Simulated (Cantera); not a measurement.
What does this Cantera script print?

```python
import numpy as np
import cantera as ct

gas_names = """
    AL ALBr ALBr3 AL2 AL2Br6 Br Br2
""".split()
cond_names = """
    AL(cr) AL(L) ALBr3(s) ALBr3(L) Br2(cr) Br2(L)
""".split()


def load(file, names, dense=False):
    # The tables refer to 1 bar. Condensed volumes are neglected.
    table = {s.name: s for s in ct.Species.list_from_file(file)}
    out = []
    for n in names:
        d = dict(table[n].input_data)
        d["thermo"] = dict(d["thermo"], **{"reference-pressure": 1e5})
        if dense:
            d["equation-of-state"] = {"model": "constant-volume", "density": "1e6 g/cm^3"}
        out.append(ct.Species.from_dict(d))
    return out


gas = ct.Solution(thermo="ideal-gas", species=load("nasa_gas.yaml", gas_names))
cond = {s.name: ct.Solution(thermo="fixed-stoichiometry", species=[s], name=s.name)
        for s in load("nasa_condensed.yaml", cond_names, dense=True)}
atoms = {
    'Al': {'AL': 1},
    'Br2': {'Br': 2},
}
top_T = {}  # K; cautious upper limits of use, not melting points


def equilibrate(T, P, feed):
    n = {}
    for name, mol in feed.items():
        for a, k in atoms[name].items():
            n[a] = n.get(a, 0.0) + k * mol
    gas.TPX = T, P, n
    mass = sum(n.values()) * gas.mean_molecular_weight
    gas.equilibrate("TP")
    valid = [c for c in cond.values() if c.min_temp <= T <= top_T.get(c.name, c.max_temp)]
    mix = ct.Mixture([(gas, mass / gas.mean_molecular_weight)] + [(c, 0.0) for c in valid])
    mix.T, mix.P = T, P
    mix.equilibrate("TP", solver="vcs", rtol=1e-11, max_steps=5000)
    return mix


results = []
feed = {'Al': 1, 'Br2': 1.1}  # mol
P = 100000  # Pa
for T in [1048, 1073, 1098, 1123, 1148, 1173, 1198, 1223]:
    mix = equilibrate(T, P, feed)
    results.append((T, P, feed, dict(zip(mix.species_names, mix.species_moles))))

top = {s: max(r[3][s] / sum(r[3][g] for g in gas_names) for r in results) for s in gas_names}
cols = sorted((s for s in top if top[s] > 1e-06), key=lambda s: -top[s])[:7]
seen = [c for c in cond_names if any(r[3].get(c, 0) > 1e-12 for r in results)]
print("log10 of partial pressures in bar; condensed amounts in mol")
print(f"{'T/K':>10s}" + "".join(f"{s[:9]:>10s}" for s in cols + seen))
for T, P, feed, n in results:
    ng = sum(n[g] for g in gas_names)
    print(f"{T:10.4g}" + "".join(f"{np.log10(max(n[s] / ng * P / 1e5, 1e-99)):10.3f}" for s in cols)
          + "".join(f"{n.get(c, 0):10.4g}" for c in seen))
```

Output:

```
log10 of partial pressures in bar; condensed amounts in mol
       T/K     ALBr3      ALBr    AL2Br6     AL(L)
      1048    -0.011    -2.428    -1.669    0.2649
      1073    -0.010    -2.267    -1.787    0.2641
      1098    -0.009    -2.113    -1.899    0.2629
      1123    -0.009    -1.967    -2.008    0.2614
      1148    -0.010    -1.828    -2.114    0.2594
      1173    -0.012    -1.695    -2.216    0.2567
      1198    -0.014    -1.568    -2.315    0.2533
      1223    -0.018    -1.448    -2.412    0.2489
```

These are equilibrium values from Cantera (NASA tables, ideal gas, pure condensed phases), not measurements of a reactor.
